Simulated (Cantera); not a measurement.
Charge: 1 mol CS2, 0.43 mol H2, 1.1 mol O2, held at 27.0 Torr.

Cantera equilibrium calculation (NASA polynomials, part measured and part estimated; ideal gas, pure solids and liquids). Candidate condensed phases: C, C6H6, C7H8, C8H18, H2O, H2SO4, S; 123 gas species. Gases not in the tables: S3 to S7. Rates play no part. All values below are at 675 °C.

Base state: CO2 0.414, S2 0.374, H2S 0.0958, H2O 0.0863, CO 0.00892, COS 0.00806, SO2 0.00795, H2 0.00336 (mole fractions); condensed: gas only.

Task: What changes in the equilibrium state with this change: O2 from 1.1 to 0.46 mol?

Result: 
```
species   before    after
-------  -------  -------
S2         0.374    0.242
H2S       0.0958    0.217
CO       0.00892    0.215
CO2        0.414   0.0575
COS      0.00806    0.156
CS2      3.75e-5    0.101
H2O       0.0863  0.00140
SO2      0.00795  2.13e-7
S2O      0.00111  4.14e-6
H2       0.00336  0.00947
SH       1.78e-5  2.40e-5
```

Task: What changes in the equilibrium state with this change: H2 from 0.43 to 1.7 mol?

Result: 
```json
[
 {"species": "H2S", "before": "0.0958", "after": "0.415"},
 {"species": "CO2", "before": "0.414", "after": "0.277"},
 {"species": "H2O", "before": "0.0863", "after": "0.118"},
 {"species": "S2", "before": "0.374", "after": "0.112"},
 {"species": "H2", "before": "0.00336", "after": "0.0265"},
 {"species": "CO", "before": "0.00892", "after": "0.0345"},
 {"species": "COS", "before": "0.00806", "after": "0.0171"},
 {"species": "SO2", "before": "0.00795", "after": "0.000130"},
 {"species": "S2O", "before": "0.00111", "after": "5.76e-5"},
 {"species": "CS2", "before": "3.75e-5", "after": "0.000253"}
]
```
